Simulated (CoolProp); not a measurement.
Properties of dry air along the isobar 9090 kPa.

Computed with CoolProp (reference Helmholtz-energy equation of state, Lemmon 2000). It is a pseudo-pure fit of the blend.

| T (°C) | phase | cv (kJ/(kg K)) | viscosity (µPa s) | conductivity (mW/(m K)) |
|---|---|---|---|---|
| -198.55 | liquid | 1.091 | 223 | 155 |
| -170.25 | liquid | 0.9648 | 97.0 | 112 |
| -141.95 | liquid | 0.9006 | 50.0 | 72.2 |
| -113.75 | supercritical | 0.8850 | 22.9 | 40.5 |
| -85.45 | supercritical | 0.8048 | 17.7 | 29.3 |
| -57.15 | supercritical | 0.7692 | 17.6 | 27.7 |
| -28.95 | supercritical | 0.7522 | 18.3 | 28.2 |
| -0.65 | supercritical | 0.7431 | 19.3 | 29.2 |
| 27.55 | supercritical | 0.7383 | 20.4 | 30.6 |
| 55.85 | supercritical | 0.7360 | 21.5 | 32.2 |
| 84.15 | supercritical | 0.7355 | 22.7 | 33.8 |

Viscosity comes from a separate model (Lemmon 2004). Thermal conductivity comes from a separate model (Lemmon 2004).
